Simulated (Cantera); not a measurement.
## Equilibrium for silicon carbide growth: CH3SiCl3 + C2H2 + H2

Input: 1 mol CH3SiCl3, 1.1 mol C2H2, 280 mol H2, at 2400 K and 90.0 Torr.

Cantera equilibrium calculation (NASA polynomials, part measured and part estimated; ideal gas, pure solids and liquids). Candidate condensed phases: C, C6H6, C7H8, C8H18, Si, SiC; 109 gas species. The feed counts by its element totals alone. The tables' values for SiCl are old estimates; treat these amounts as uncertain. Gases not in the tables: Si2H6 and higher silanes. Equilibrium is a limit: real reactors are often held back by kinetics, nucleation or transport.

```json
{
  "x(H2)": "0.937",
  "x(H)": "0.0444",
  "x(HCl)": "0.00986",
  "x(C2H2 (acetylene))": "0.00501",
  "x(Si)": "0.00236",
  "x(SiC2)": "0.000347",
  "x(Cl)": "0.000334",
  "x(SiH)": "0.000244",
  "x(Si2C)": "0.000156",
  "gas_amount": "291.5 mol",
  "log10 activity of C(graphite) (absent)": "-0.06",
  "log10 activity of Si(l) (absent)": "-0.89"
}
```
